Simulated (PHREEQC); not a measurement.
A column of 0.5 m (40 cells, dispersivity 0.04 m, 60 s a shift, diffusion coefficient 3e-10 m²/s) holds 0.013 eq of the database's cation exchanger X per kg of pore water, first in equilibrium with 0.0011 mol/kgw ZnSO4 and 1e-05 mol/kgw HCl. It is flushed with 0.019 mol/kgw LiCl and 1e-05 mol/kgw HCl, at 25 °C. Values are for the last cell. CO2 from the air is kept out. Precipitation was switched off in this run.

Base run: PHREEQC, ion-association model, phreeqc.dat. Each further column changes one thing. The table gives Zn in solution (mol/kgw).

| pore volumes | base | exchange capacity from 0.013 to 0.0065 eq/kgw | dispersivity from 0.04 to 0.08 m |
|---|---|---|---|
| 0 | 0.00110 | 0.00110 | 0.00110 |
| 0.3875 | 0.00114 | 0.00112 | 0.00124 |
| 0.7625 | 0.00166 | 0.00131 | 0.00149 |
| 1.262 | 0.00144 | 0.000979 | 0.00121 |
| 1.637 | 0.00106 | 0.000684 | 0.000944 |
| 2.013 | 0.000787 | 0.000494 | 0.000745 |
| 2.388 | 0.000613 | 0.000377 | 0.000602 |
| 2.763 | 0.000499 | 0.000302 | 0.000501 |
| 3.263 | 0.000400 | 0.000239 | 0.000407 |
| 3.638 | 0.000349 | 0.000207 | 0.000356 |
| 4.013 | 0.000310 | 0.000183 | 0.000317 |
